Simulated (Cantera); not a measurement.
A closed system holds: 1 mol V2O3, 2.2 mol H2, 0.14 mol H2O, equilibrated at 2048.15 K.

Equilibrium computed with Cantera from the NASA thermochemical tables; the gas is ideal and each condensed phase is pure. Candidate condensed phases: H2O, V, VO, V2O3, V2O4, V2O5; 12 gas species. Mutual solubility and eutectic melting of coexisting phases are not modelled. VO: taken at fixed stoichiometry. Condensed phases not in the tables: the oxides between V2O3 and V2O5 other than VO2. The numbers say what is thermodynamically allowed, not how fast it happens.

x: gas mole fraction; n: condensed amount in mol.

```csv
P (Pa),x H2,x VO2,x H,x H2O,x VO,n VO(s),n V2O3(s)
10,0.510,0.271,0.160,0.0173,0.0401,0.742,0.0285
52,0.819,0.0541,0.0890,0.0299,0.00744,0,0.919
270,0.893,?,?,?,?,0,0.983
1400,0.921,0.00264,0.0182,0.0578,0.000211,0,0.997
7200,0.932,0.000516,0.00806,0.0593,4.07e-5,0,0.999
37000,0.937,0.000100,0.00357,0.0596,7.91e-6,0,1.000
190000,0.939,?,?,0.0598,?,0,1.000
1000000,0.940,3.72e-6,0.000687,0.0598,2.93e-7,0,1.000
```

Q: Fill in the missing entries.

A: 
- 190000, x VO2: 1.96e-5
- 190000, x H: 0.00158
- 190000, x VO: 1.54e-6
- 270, x VO2: 0.0131
- 270, x H: 0.0408
- 270, x H2O: 0.0515
- 270, x VO: 0.00114
